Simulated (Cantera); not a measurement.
A closed system holds: 1 mol Nb, 1.3 mol O₂, 87 mol H₂, equilibrated at 677 °C and 0.390 Torr.

Method: chemical equilibrium by Gibbs-energy minimisation in Cantera with the NASA 1993 tables (ideal gas, pure condensed phases). Candidate condensed phases: H₂O, Nb, NbO, NbO₂, Nb₂O₅; 12 gas species. Condensed phases not in the tables: the oxides between NbO₂ and Nb₂O₅. Equilibrium is a limit: real reactors are often held back by kinetics, nucleation or transport.

Base state: H₂ 0.996, H₂O 0.00362 (mole fractions); condensed: NbO₂(s) + Nb₂O₅(s).

### Question
What changes in the equilibrium state with this change: temperature from 677 °C to 600 °C?

### Answer
```json
[
 {"species": "H₂", "before": "0.996", "after": "0.998"},
 {"species": "H₂O", "before": "0.00362", "after": "0.00179"},
 {"species": "NbO₂(s), mol", "before": "0.429", "after": "0.112"},
 {"species": "Nb₂O₅(s), mol", "before": "0.285", "after": "0.444"}
]
```

### Question
What changes in the equilibrium state with this change: Nb replaced by Cr?

### Answer
| species | before | after |
|---|---|---|
| H₂ | 0.996 | 0.987 |
| H₂O | 0.00362 | 0.0126 |
| NbO₂(s), mol | 0.429 | 0 |
| Nb₂O₅(s), mol | 0.285 | 0 |
| Cr₂O₃(s), mol | 0 | 0.500 |
Further candidate phases: Cr, Cr₂O₃.

### Question
What changes in the equilibrium state with this change: temperature from 677 °C to 852 °C?

### Answer
```tsv
species	before	after
H₂	0.996	0.993
H₂O	0.00362	0.00690
NbO₂(s), mol	0.429	1.00
Nb₂O₅(s), mol	0.285	0
```
